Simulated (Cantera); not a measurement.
An isothermal, constant-pressure homogeneous reactor starts with H2 : O2 = 0.038 : 1 (molar parts), equivalence ratio 0.019, at 1000 K and 2670 Pa.

Cantera simulation using the H2/O2 subset of GRI-Mech 3.0, which has no nitrogen chemistry; the numbers are that mechanism's predictions, not measurements. Radical loss at walls, strong at low pressure, is not modelled. The temperature is held fixed by assumption; the heat of reaction is taken as removed at once.

x: mole fraction; the columns are a selection and need not sum to one.

| t (s) | x H2 | x O2 | x O | x H2O | x H | x H2O2 | x HO2 |
|---|---|---|---|---|---|---|---|
| 3.00e-5 | 0.0366 | 0.963 | 3.97e-12 | <1e-12 | 1.70e-11 | <1e-12 | 2.06e-11 |
| 0.000214 | 0.0366 | 0.963 | 1.42e-10 | 1.08e-10 | 1.08e-10 | <1e-12 | 1.51e-10 |
| 0.00152 | 0.0366 | 0.963 | (withheld) | 2.41e-7 | 7.71e-8 | 1.58e-12 | 7.46e-9 |
| 0.0109 | 0.000367 | 0.956 | (withheld) | 0.0358 | 0.00109 | 1.81e-7 | 8.87e-6 |
| 0.0775 | 8.15e-6 | 0.962 | (withheld) | 0.0372 | 4.28e-6 | 8.84e-8 | 1.42e-6 |
| 0.552 | 1.78e-7 | 0.963 | (withheld) | 0.0373 | 2.29e-8 | 2.11e-8 | 9.62e-8 |
| 3.94 | 8.05e-9 | 0.963 | (withheld) | 0.0373 | 3.81e-10 | 3.25e-9 | 7.66e-9 |
| 28.1 | 7.38e-10 | 0.963 | (withheld) | 0.0373 | 1.27e-11 | 4.74e-10 | 9.56e-10 |
| 200 | 9.04e-11 | 0.963 | (withheld) | 0.0373 | <1e-12 | 6.94e-11 | 4.42e-10 |

Q: Fill in the missing entries.

A: 
- 0.00152, x O: 1.59e-7
- 0.0109, x O: 0.00561
- 0.0775, x O: 0.000163
- 0.552, x O: 4.93e-6
- 3.94, x O: 3.21e-7
- 28.1, x O: 3.34e-8
- 200, x O: 4.26e-9
